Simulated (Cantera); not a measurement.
**Equilibrium for thermal oxidation and active oxidation of silicon: Si + CO₂ + N₂**

Input: 1 mol Si, 0.61 mol CO₂, 530 mol N₂, held at 0.133 bar.

Method: chemical equilibrium by Gibbs-energy minimisation in Cantera with the NASA 1993 tables (ideal gas, pure condensed phases). Candidate condensed phases: C, Si, SiC, SiO₂, Si₂N₂O, Si₃N₄; 34 gas species. N₂ is the only nitrogen source here; it is nearly inert below about 1500 K, so the nitride shown seldom forms there in practice. Mutual solubility and eutectic melting of coexisting phases are not modelled. The tables' values for SiN are old estimates; treat these amounts as uncertain. The tables hold silica as quartz up to 1696 K and as liquid above; real silica turns to tridymite and cristobalite and melts near 1996 K. The numbers say what is thermodynamically allowed, not how fast it happens.

From 1300 K to 1600 K the condensed part is SiO₂(β-quartz) + Si₂N₂O(s). From 1675 K to 1750 K the condensed part is Si₂N₂O(s). At 1825 K the condensed part is Si₃N₄(s). At 1900 K the condensed part is SiC(s) + Si₃N₄(s). At 1975 K the condensed part is SiC(s). The main Si-bearing gas is SiO throughout.

```csv
T (K),x N₂,x SiO,x CO,x Si,x SiN,n SiO₂(β-quartz),n Si₂N₂O(s),n Si₃N₄(s),n SiC(s)
1300,0.999,6.58e-8,0.00115,<1e-12,<1e-12,0.0733,0.463,0,0
1375,0.999,8.38e-7,0.00115,<1e-12,<1e-12,0.0731,0.463,0,0
1450,0.999,8.16e-6,0.00115,<1e-12,<1e-12,0.0718,0.462,0,0
1525,0.999,6.31e-5,0.00115,1.53e-11,6.45e-12,0.0621,0.452,0,0
1600,0.998,0.000401,0.00115,2.59e-10,8.13e-11,0.00230,0.392,0,0
1675,0.998,0.000415,0.00115,1.75e-8,4.22e-9,0,0.390,0,0
1750,0.998,0.000416,0.00115,8.45e-7,1.59e-7,0,0.389,0,0
1825,0.998,0.00115,0.00115,7.30e-6,1.10e-6,0,0,0.128,0
1900,0.998,0.00121,0.00109,4.33e-5,5.29e-6,0,0,0.0991,0.0308
1975,0.998,0.00141,0.000889,0.000163,1.64e-5,0,0,0,0.136
```
x: gas mole fraction; n: condensed amount in mol.
